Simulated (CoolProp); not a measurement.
Hexamethyldisiloxane (MM) at 325.99 K and 16.1 MPa is throttled through a valve to 4.73 MPa with no heat exchange. Each further row changes one setting.

The numbers come from the reference Helmholtz-energy equation of state, Thol 2016 in CoolProp.

```
case                      temperature change (K)  final density (kg/m³)
------------------------  ----------------------  ---------------------
as stated                                   +4.5                    734
outlet pressure 1.42 MPa                    +5.7                    726
outlet pressure 6.15 MPa                    +4.0                    737
```
